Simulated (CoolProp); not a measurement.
A single-stage vapour-compression cycle with the fluid: evaporating at 252.15 K (dew point), condensing at 304.15 K (bubble point), superheat 2 K, subcooling 0 K, compressor efficiency 0.75, no pressure losses. The same conditions are run with several fluids, on thermodynamics alone (safety and materials aside).

Values from CoolProp's reference Helmholtz-energy equation of state of each fluid (R245ca: Zhou 2016; R1233zd(E): Akasaka 2022; R407C: Lemmon 2003; R227EA: Lemmon 2016; vinyl chloride: Thol 2022; n-perfluorobutane: Gao 2022). Blends and air are pseudo-pure fits.

```
fluid              cooling COP  pressure ratio  discharge temperature (K)  refrigerating effect (kJ/kg)  volumetric capacity (kJ/m³)
-----------------  -----------  --------------  -------------------------  ----------------------------  ---------------------------
R245ca                    2.94            11.3                      320.0                           161                          115
R1233zd(E)                3.00            9.11                      325.0                           154                          169
R407C                     2.42            6.77                      345.2                           154                         1380
R227EA                    2.53            6.60                      304.2                          76.5                          529
vinyl chloride            3.05            6.28                      365.3                           284                          645
n-perfluorobutane         2.17            7.33                      304.1                          47.2                          240
```

The compression ends wet for: R227EA; n-perfluorobutane.
